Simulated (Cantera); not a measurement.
An adiabatic, constant-volume homogeneous reactor starts with H₂ : O₂ : N₂ = 1 : 0.385 : 1.45 (molar parts), at 1750 K and 4.70 bar.

Model: GRI-Mech 3.0 (53 species, 325 reactions), integrated in Cantera. The hydrogen kinetics of GRI-Mech 3.0 are dated; newer H2 mechanisms differ, most at raised pressure. Above 3000 K some thermodynamic fits are extrapolated.

One state of this run: T (K) = 3237; P (bar) = 7.91; x H₂ = 0.112; x O₂ = 0.00530; x H = 0.0372; x HO₂ = 1.04e-5; x NO = 0.00837; x H₂O = 0.242; x N₂O = 1.14e-6. x: mole fraction; the columns are a selection and need not sum to one.

Which value of t (s) does it belong to?
(A) 2.00e-6
(B) 1.07e-5
(C) 4.64e-6
(D) 0.000719

D, 0.000719
